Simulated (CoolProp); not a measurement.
Properties of sulfur hexafluoride along the isobar 3.97 MPa.

The numbers come from the reference Helmholtz-energy equation of state, Guder 2009 in CoolProp.

| T (°C) | phase | cp (kJ/(kg K)) | cv (kJ/(kg K)) | conductivity (mW/(m K)) | Prandtl number |
|---|---|---|---|---|---|
| -36.35 | liquid | 0.8632 | ? | 75.2 | 4.11 |
| -13.55 | liquid | 0.9358 | 0.5965 | 68.8 | 3.43 |
| 9.25 | liquid | 1.038 | 0.6377 | 61.5 | 2.93 |
| 32.05 | liquid | 1.284 | 0.6856 | 52.9 | 2.74 |
| 54.85 | supercritical | 1.720 | 0.7497 | 26.6 | ? |
| 77.65 | supercritical | 1.016 | 0.7282 | 22.7 | 0.986 |
| 100.45 | supercritical | 0.9275 | 0.7403 | 23.0 | 0.895 |
| 123.25 | supercritical | 0.9033 | 0.7574 | 24.1 | 0.848 |
| 146.05 | supercritical | 0.8987 | ? | 25.6 | 0.816 |
| 168.85 | supercritical | 0.9017 | 0.7923 | 27.3 | 0.792 |
| 191.65 | supercritical | 0.9081 | 0.8084 | 28.9 | 0.773 |

What belongs in the gaps?


- -36.35, cv (kJ/(kg K)): 0.5544
- 54.85, Prandtl number: 1.57
- 146.05, cv (kJ/(kg K)): 0.7752

The peak of cp marks the crossing from liquid-like to gas-like fluid above the critical point.

Viscosity comes from a separate model (Quiñones-Cisneros 2012). Thermal conductivity comes from a separate model (Assael 2012).
